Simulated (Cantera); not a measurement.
# Low-pressure radical oxidation in H2/O2

An isothermal, constant-pressure homogeneous reactor starts with 0.715 % H2, 99.3 % O2, equivalence ratio 0.0036, at 925 K and 1.73 Torr.

Cantera simulation using the H2/O2 subset of GRI-Mech 3.0, which has no nitrogen chemistry; the numbers are that mechanism's predictions, not measurements. Radical loss at walls, strong at low pressure, is not modelled. Below about 950 K walls govern HO2 and H2O2 in real vessels.

```json
[
 {"t (s)": "5.00e-6", "x H2": "0.00715", "x O2": "0.993", "x H2O2": "<1e-12", "x H2O": "<1e-12", "x OH": "<1e-12", "x HO2": "<1e-12", "x H": "<1e-12"},
 {"t (s)": "1.88e-5", "x H2": "0.00715", "x O2": "0.993", "x H2O2": "<1e-12", "x H2O": "<1e-12", "x OH": "<1e-12", "x HO2": "<1e-12", "x H": "<1e-12"},
 {"t (s)": "7.07e-5", "x H2": "0.00715", "x O2": "0.993", "x H2O2": "<1e-12", "x H2O": "<1e-12", "x OH": "<1e-12", "x HO2": "<1e-12", "x H": "<1e-12"},
 {"t (s)": "0.000266", "x H2": "0.00715", "x O2": "0.993", "x H2O2": "<1e-12", "x H2O": "<1e-12", "x OH": "<1e-12", "x HO2": "<1e-12", "x H": "<1e-12"},
 {"t (s)": "0.00100", "x H2": "0.00715", "x O2": "0.993", "x H2O2": "<1e-12", "x H2O": "<1e-12", "x OH": "<1e-12", "x HO2": "1.29e-12", "x H": "<1e-12"},
 {"t (s)": "0.00376", "x H2": "0.00715", "x O2": "0.993", "x H2O2": "<1e-12", "x H2O": "<1e-12", "x OH": "2.95e-12", "x HO2": "4.87e-12", "x H": "2.17e-12"},
 {"t (s)": "0.0141", "x H2": "0.00715", "x O2": "0.993", "x H2O2": "<1e-12", "x H2O": "2.43e-11", "x OH": "2.02e-11", "x HO2": "1.85e-11", "x H": "7.65e-12"},
 {"t (s)": "0.0532", "x H2": "0.00715", "x O2": "0.993", "x H2O2": "<1e-12", "x H2O": "1.96e-9", "x OH": "8.33e-10", "x HO2": "8.02e-11", "x H": "2.70e-10"},
 {"t (s)": "0.200", "x H2": "0.00634", "x O2": "0.992", "x H2O2": "3.28e-9", "x H2O": "0.000644", "x OH": "0.000216", "x HO2": "6.00e-7", "x H": "0.000114"},
 {"t (s)": "0.752", "x H2": "2.35e-5", "x O2": "0.989", "x H2O2": "2.06e-9", "x H2O": "0.00689", "x OH": "0.000166", "x HO2": "4.16e-7", "x H": "0.000325"},
 {"t (s)": "2.83", "x H2": "8.49e-6", "x O2": "0.991", "x H2O2": "1.97e-9", "x H2O": "0.00707", "x OH": "9.99e-5", "x HO2": "2.74e-7", "x H": "7.55e-5"},
 {"t (s)": "10.6", "x H2": "1.32e-6", "x O2": "0.993", "x H2O2": "1.76e-9", "x H2O": "0.00715", "x OH": "3.99e-5", "x HO2": "1.13e-7", "x H": "4.91e-6"},
 {"t (s)": "40.0", "x H2": "1.19e-7", "x O2": "0.993", "x H2O2": "1.15e-9", "x H2O": "0.00717", "x OH": "1.24e-5", "x HO2": "2.86e-8", "x H": "1.48e-7"}
]
```
x: mole fraction; the columns are a selection and need not sum to one.

Equilibrium at this temperature and pressure: H2 1.18e-12, O2 0.993, H2O2 <1e-12, H2O 0.00717, OH 4.27e-8, HO2 4.79e-11, H <1e-12 (gas phase only).
